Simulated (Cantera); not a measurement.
A perfectly stirred reactor is fed with H2 : O2 : N2 = 0.66 : 1 : 16 (molar parts), equivalence ratio 0.33, at 82.5 Torr; it is held at 1123 K, and followed from long to short residence time.

Cantera simulation using the H2/O2 subset of GRI-Mech 3.0, which has no nitrogen chemistry; the numbers are that mechanism's predictions, not measurements. The temperature is held fixed by assumption; the heat of reaction is taken as removed at once.

x: mole fraction; the columns are a selection and need not sum to one.

```csv
τ (s),x H2,x O2,x HO2,x H2O,x O,x H,x OH
8.7,(withheld),0.0386,6.77e-7,0.0380,3.18e-5,6.45e-6,7.28e-5
3.7,(withheld),0.0386,9.53e-7,0.0379,5.63e-5,1.51e-5,9.71e-5
1.6,(withheld),0.0386,1.26e-6,0.0379,9.80e-5,3.49e-5,0.000129
0.70,(withheld),0.0386,1.57e-6,0.0377,0.000168,7.92e-5,0.000172
0.30,(withheld),0.0387,1.86e-6,0.0375,0.000289,0.000182,0.000231
0.13,(withheld),0.0387,2.11e-6,0.0371,0.000487,0.000409,0.000309
0.057,(withheld),0.0388,2.30e-6,0.0364,0.000798,0.000889,0.000410
0.024,(withheld),0.0391,2.45e-6,0.0351,0.00130,0.00192,0.000545
0.011,(withheld),0.0395,2.55e-6,0.0332,0.00192,0.00358,0.000689
0.0046,(withheld),0.0404,2.62e-6,0.0301,0.00273,0.00635,0.000860
0.0020,(withheld),0.0417,2.67e-6,0.0262,0.00335,0.00923,0.00101
```

Problem. Fill in the missing entries.

Solution. 
- 8.7, x H2: 4.29e-5
- 3.7, x H2: 7.48e-5
- 1.6, x H2: 0.000128
- 0.70, x H2: 0.000216
- 0.30, x H2: 0.000365
- 0.13, x H2: 0.000607
- 0.057, x H2: 0.000991
- 0.024, x H2: 0.00164
- 0.011, x H2: 0.00253
- 0.0046, x H2: 0.00404
- 0.0020, x H2: 0.00632
